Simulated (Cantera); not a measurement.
Input: 1 mol TEOS, 0.18 mol O2, 45 mol N2, held at 923.15 K and 0.100 bar.

Cantera equilibrium calculation (NASA polynomials, part measured and part estimated; ideal gas, pure solids and liquids). Candidate condensed phases: C, C6H6, C7H8, C8H18, H2O, Si, SiC, SiO2, Si2N2O, Si3N4; 151 gas species. The feed counts by its element totals alone. Rates play no part.

Base state: N2 0.786, H2 0.172, CO 0.0392, H2O 0.00104, CH4 0.000689, CO2 0.000484 (mole fractions); condensed: C(graphite) + SiO2(β-quartz).

Task: What changes in the equilibrium state with this change: TEOS replaced by HMDSO?

Result: 
```json
[
 {"species": "N2", "before": "0.786", "after": "0.831"},
 {"species": "H2", "before": "0.172", "after": "0.168"},
 {"species": "CH4", "before": "0.000689", "after": "0.000657"},
 {"species": "CO", "before": "0.0392", "after": "0.000278"},
 {"species": "CO2", "before": "0.000484", "after": "2.42e-8"},
 {"species": "H2O", "before": "0.00104", "after": "7.19e-6"},
 {"species": "C(graphite), mol", "before": "5.69", "after": "5.95"},
 {"species": "SiO2(β-quartz), mol", "before": "1.00", "after": "0.230"},
 {"species": "Si2N2O(s), mol", "before": "0", "after": "0.885"}
]
```
N2 is the only nitrogen source here; it is nearly inert below about 1500 K, so the nitride shown seldom forms there in practice.
